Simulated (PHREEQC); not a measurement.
Consider water at 25 °C with 0.0031 mol/kgw (CH3)4NCl, 0.03 mol/kgw Fe2(SO4)3 and 0.00015 mol/kgw NH4HCO3. Closed to the air; pH follows from the charge balance.

The numbers come from PHREEQC with the ion-association model, wateq4f.dat.

```tsv
quantity	before	after
pH	2.63	2.92
ionic strength (mol/kgw)	0.113	0.0164
FeSO4+ (mol/kgw)	0.0427	0.00393
SO4-2 (mol/kgw)	0.0263	0.00426
Fe(SO4)2- (mol/kgw)	0.00880	0.000223
HSO4- (mol/kgw)	0.00282	0.000343
SI of Fe(OH)3(a) (Fe(OH)3)	-0.51	-0.04
SI of Goethite (FeOOH)	+5.38	+5.85
```

### Question
What was changed between the two runs?
A. 0.00075 mol/kgw H3PO4 added
B. temperature from 25 to 30 °C
C. diluted 10-fold with water
D. NH4HCO3 replaced by (NH4)2SO4 at the same molality

### Answer
C, diluted 10-fold with water

No solid was allowed to form. Some of these states are supersaturated (in Hematite (slow to form), Goethite (slow to form), for instance). (CH3)4N+ isn't in the database: it is added as a free cation with an ion size of 4 Å.
